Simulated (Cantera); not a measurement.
Feed: 1 mol Si, 0.019 mol N2O, 170 mol N2.

These are equilibrium values from Cantera (NASA tables, ideal gas, pure condensed phases), not measurements of a reactor. Candidate condensed phases: Si, SiO2, Si2N2O, Si3N4; 16 gas species. Mutual solubility and eutectic melting of coexisting phases are not modelled. Equilibrium is a limit: real reactors are often held back by kinetics, nucleation or transport.

Stable condensed phases, one row left out:

```
T in °C \ P in Pa
            0.10     1.5      22     320    4600   68000 1000000
   1752        A       A       A       A       B       C       C
   1702        A       A       A       A       B       C       D
   1652        A       A       A       A       B       C       D
   1602        A       A       A       B       C       C       D
   1552        A       A       A       B       C       C       D
   1502        A       A       A       B       C       D       D
   1402        A       A       B       C       C       D       D
   1352        A       A       B       C       D       D       D
   1302        A       B       C       C       D       D       D
```

A: gas only; B: Si; C: Si3N4; D: Si2N2O + Si3N4.

Problem. Give the row for 1452 °C.

Solution. 0.10: gas only; 1.5: gas only; 22: Si; 320: Si3N4; 4600: Si3N4; 68000: Si2N2O + Si3N4; 1000000: Si2N2O + Si3N4.
